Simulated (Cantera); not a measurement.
Silicon carbide growth: CH3SiCl3 + CH4 + H2 + C3H8

Input: 1 mol CH3SiCl3, a varied amount of CH4, 1.2 mol H2, 0.0053 mol C3H8, held at 2150 K and 0.133 bar.

Cantera equilibrium calculation (NASA polynomials, part measured and part estimated; ideal gas, pure solids and liquids). Candidate condensed phases: C, C6H6, C7H8, C8H18, Si, SiC; 109 gas species. The feed counts by its element totals alone. The tables' values for SiCl3, SiCl are old estimates; treat these amounts as uncertain. Gases not in the tables: Si2H6 and higher silanes. Kinetics and transport are ignored.

From 0.14 mol CH4 to 2.9 mol CH4 the condensed part is C(graphite) + SiC(s). The main Si-bearing gas is SiCl2 throughout. The share of Si in condensed phases is highest at 2.9 mol CH4 (81.5 %) and lowest at 0.14 mol CH4 (56.2 %).

```
n(CH4) (mol)   x H2  x HCl  x SiCl2      x H     x Cl   x SiCl3  x C2H2 (acetylene)  n C(graphite)  n SiC(s)
------------  -----  -----  -------  -------  -------  --------  ------------------  -------------  --------
0.14          0.428  0.461   0.0924  0.00756  0.00595   0.00335            0.000829          0.586     0.562
0.48          0.489  0.425   0.0690  0.00807  0.00514   0.00216            0.000947          0.861     0.625
0.83          0.539  0.391   0.0530  0.00848  0.00451   0.00145             0.00104           1.16     0.674
1.2           0.583  0.360   0.0414  0.00882  0.00398   0.00100             0.00113           1.49     0.713
1.5           0.613  0.337   0.0346  0.00904  0.00364  0.000766             0.00119           1.76     0.739
1.9           0.647  0.311   0.0278  0.00929  0.00327  0.000553             0.00125           2.13     0.766
2.2           0.668  0.293   0.0240  0.00944  0.00303  0.000442             0.00129           2.41     0.783
2.6           0.693  0.272   0.0200  0.00962  0.00277  0.000336             0.00134           2.79     0.803
2.9           0.709  0.259   0.0176  0.00973  0.00259  0.000277             0.00137           3.07     0.815
```
x: gas mole fraction; n: condensed amount in mol.
